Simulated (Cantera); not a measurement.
# Thermodynamics of boron, boron nitride and boron oxide, feed B2O3 + H2

Input: 1 mol B2O3, a varied amount of H2, held at 12.8 Torr.

Cantera equilibrium calculation (NASA polynomials, part measured and part estimated; ideal gas, pure solids and liquids). Candidate condensed phases: B, B2O3, B3O3H3, H2O; 23 gas species. The numbers say what is thermodynamically allowed, not how fast it happens.

Problem. Map the stable condensed phases over T = 750, 900, 1050, 1200, 1350, 1500, 1650, 1800, 1950, 2100, 2250, 2400 K and n(H2) in mol = 1.9, 3.4, 6.4, 12, 22, 40, 74, 140.

Solution. 
```
T in K \ n(H2) in mol
         1.9 3.4 6.4  12  22  40  74 140
   2400    A   A   A   A   A   A   A   A
   2250    A   A   A   A   A   A   A   A
   2100    A   A   A   A   A   A   A   A
   1950    A   A   A   A   A   A   A   A
   1800    B   A   A   A   A   A   A   A
   1650    B   B   B   B   A   A   A   A
   1500    B   B   B   B   B   B   B   B
   1350    B   B   B   B   B   B   B   B
   1200    B   B   B   B   B   B   B   B
   1050    B   B   B   B   B   B   B   B
    900    B   B   B   B   B   B   B   B
    750    B   B   B   B   B   B   B   B
```
A: gas only; B: B2O3.
